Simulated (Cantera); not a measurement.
A closed system holds: 1 mol MgCO3, 1.5 mol H2S, 0.62 mol CO2, held at 1648 K and 2100 Pa.

Cantera equilibrium calculation (NASA polynomials, part measured and part estimated; ideal gas, pure solids and liquids). Candidate condensed phases: C, C6H6, C7H8, C8H18, H2O, H2SO4, Mg, MgCO3, MgO, Mg(OH)2, MgS, MgSO4, S; 130 gas species. Equilibrium is a limit: real reactors are often held back by kinetics, nucleation or transport.

**Question.** What is the equilibrium state?

**Answer.** 
- x(CO): 0.286
- x(H2O): 0.214
- x(S2): 0.160
- x(H2): 0.150
- x(CO2): 0.127
- x(SO2): 0.0328
- x(H2S): 0.0165
- x(SO): 0.00619
- x(SH): 0.00429
- n(MgO(s)): 1.000 mol
- gas amount: 3.914 mol
- log10 activity of S(l) (absent): -2.59
- log10 activity of C(graphite) (absent): -5.56
- log10 activity of Mg(l) (absent): -8.47
